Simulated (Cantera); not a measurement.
Feed: 1 mol H2S, 1.5 mol H2O, equilibrated at 2902 °C and 1 atm.

Method: chemical equilibrium by Gibbs-energy minimisation in Cantera with the NASA 1993 tables (ideal gas, pure condensed phases). Candidate condensed phases: H2O, H2SO4, S; 19 gas species. Kinetics and transport are ignored.

Base state: H2 0.363, H2O 0.192, H 0.157, SO 0.0991, S 0.0580, SO2 0.0336, SH 0.0313, OH 0.0313 (mole fractions); condensed: gas only.

**Question.** What changes in the equilibrium state with this change: H2O from 1.5 to 6.5 mol?

**Answer.** 
```tsv
species	before	after
H2O	0.192	0.397
H2	0.363	0.255
H	0.157	0.132
SO	0.0991	0.0436
S2	0.0203	0.000453
O2	0.00168	0.0146
SH	0.0313	0.00392
S	0.0580	0.00868
O	0.00814	0.0239
OH	0.0313	0.0772
SO2	0.0336	0.0435
S2O	0.000401	2.64e-5
H2S	0.00411	0.000432
HO2	2.13e-6	1.55e-5
```

**Question.** What changes in the equilibrium state with this change: pressure from 1 atm to 0.00840 bar?

**Answer.** 
| species | before | after |
|---|---|---|
| H | 0.157 | 0.621 |
| O | 0.00814 | 0.156 |
| S | 0.0580 | 0.113 |
| H2 | 0.363 | 0.0470 |
| H2O | 0.192 | 0.00393 |
| S2 | 0.0203 | 0.000639 |
| SO2 | 0.0336 | 0.00165 |
| SH | 0.0313 | 0.00200 |
| SO | 0.0991 | 0.0307 |
| OH | 0.0313 | 0.0196 |
| H2S | 0.00411 | 8.60e-6 |
| S2O | 0.000401 | 2.01e-6 |
| O2 | 0.00168 | 0.00510 |
